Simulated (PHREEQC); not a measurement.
A solution holds 0.075 mol Cu(NO3)2 per kg of water, at 25 °C. Closed to the air; pH follows from the charge balance.

The numbers come from PHREEQC with the ion-association model, wateq4f.dat.

```json
{
  "pH": "4.28",
  "ionic_strength": "0.225 mol/kgw"
}
```

```
species     molality  activity   log γ
----------  --------  --------  ------
NO3-           0.150     0.103  -0.165
Cu+2          0.0749    0.0237  -0.500
H+           6.58e-5   5.22e-5  -0.101
Cu2(OH)2+2   2.95e-5   8.95e-6  -0.519
CuOH+        6.37e-6   4.52e-6  -0.149
Cu(OH)2      1.71e-7   1.80e-7   0.022
```

This is a speciation only: nothing precipitates in the calculation.
